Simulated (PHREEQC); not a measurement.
Consider water at 50 °C with 0.0029 mol KH2PO4, 0.085 mol HF and 1.4e-06 mol H4SiO4 per kg of water. Closed to the air; pH follows from the charge balance.

Model: ion-association model, wateq4f.dat, run in PHREEQC.

```tsv
quantity	before	after
pH	2.27	2.43
ionic strength (mol/kgw)	0.00885	0.00695
HF (mol/kgw)	0.0669	0.0760
F- (mol/kgw)	0.00570	0.00414
H2F2 (mol/kgw)	0.00455	0.00112
HF2- (mol/kgw)	0.00166	0.00130
SI of Quartz (SiO2)	-8.85	-6.59
```

Problem. Name the change that produced these shifts.
A) temperature from 50 to 90 °C
B) HF from 0.085 to 0.85 mol/kgw
C) temperature from 50 to 40 °C
D) HF from 0.085 to 0.17 mol/kgw
E) KH2PO4 from 0.0029 to 0.00058 mol/kgw

Solution. A, temperature from 50 to 90 °C

No solid was allowed to form. wateq4f.dat counts part of the HF as a dimer, H2F2, which phreeqc.dat doesn't know; its constant is uncertain. H3PO4, which wateq4f.dat lacks, is added to it with the constant of phreeqc.dat. At this temperature some constants are extrapolated from 25 °C, and those without enthalpy data are left unchanged. SiF6-2 is the database's only silicon fluoride.
